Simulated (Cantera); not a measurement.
# Premixed flame

A freely propagating, adiabatic, planar premixed flame of CH₄ : CO : O₂ : N₂ = 1 : 1.4 : 2.45 : 9.23 (molar parts), equivalence ratio 1.1, unburnt at 323 K and 7500 Torr; mixture-averaged transport, grid criteria slope 0.08 and curve 0.16, no radiation.

Detailed kinetics in Cantera: GRI-Mech 3.0 (53 species, 325 reactions). Burning velocities carry a grid error of a few per cent, more on coarse grids.

```csv
z (mm),T (K),u (m/s),x CH₄,x CO,x O₂,x H₂O₂,x C₂H₂,x HCN
-0.209,323,0.244,0.0710,0.0994,0.174,3.25e-8,<1e-8,<1e-8
-0.140,326,0.246,0.0708,0.0993,0.174,4.73e-7,1.65e-8,<1e-8
-0.105,337,0.255,0.0702,0.0991,0.173,2.85e-6,1.29e-7,<1e-8
-0.0698,429,0.326,0.0662,0.0982,0.167,2.20e-5,1.58e-6,5.97e-8
-0.0349,936,0.716,0.0445,0.0945,0.129,9.80e-5,1.70e-5,6.68e-7
-0.0174,1404,1.07,0.0235,0.0908,0.0879,4.86e-5,4.03e-5,1.51e-6
0,1850,1.40,0.00439,0.0814,0.0425,2.84e-6,6.81e-5,2.74e-6
0.0174,2050,1.53,0.000147,0.0623,0.0185,9.91e-7,6.40e-6,1.94e-6
0.0349,2135,1.58,2.73e-6,0.0499,0.0110,6.89e-7,1.11e-7,5.89e-7
0.0698,2217,1.64,<1e-8,0.0414,0.00620,4.38e-7,<1e-8,6.44e-8
0.140,2278,1.68,<1e-8,0.0367,0.00321,2.47e-7,<1e-8,<1e-8
0.279,2315,1.70,<1e-8,0.0339,0.00147,1.26e-7,<1e-8,<1e-8
0.558,2331,1.71,<1e-8,0.0326,0.000703,6.70e-8,<1e-8,<1e-8
```
x: mole fraction of selected species; z is measured from the peak of heat release.

| Item | Value |
|---|---|
| laminar burning velocity | 24.4 cm/s |
| thermal thickness | 0.0698 mm |
| peak x(H₂O₂) | 0.000102 |
| peak x(C₂H₂) | 7.07e-5 |
| peak x(HCN) | 2.88e-6 |
| grid points | 141 |
